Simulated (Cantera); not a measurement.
## Ignition delay

Mixture: 14.8 % CO, 12.9 % H₂, 10.6 % O₂, 61.7 % N₂, equivalence ratio 1.3, at 0.987 atm, adiabatic and at constant pressure. Ignition delay is the time to a rise of 400 K.

Detailed kinetics in Cantera: GRI-Mech 3.0 (53 species, 325 reactions). Where the delays flatten at high temperature, the 400 K rule measures the pace of heat release, not the induction time.

| T0 (K) | delay (ms) |
|---|---|
| 1025 | 0.291 |
| 1100 | 0.141 |
| 1175 | 0.0898 |
| 1250 | 0.0652 |
| 1325 | 0.0520 |
| 1400 | 0.0447 |
| 1475 | 0.0409 |
| 1550 | 0.0395 |
| 1625 | 0.0400 |
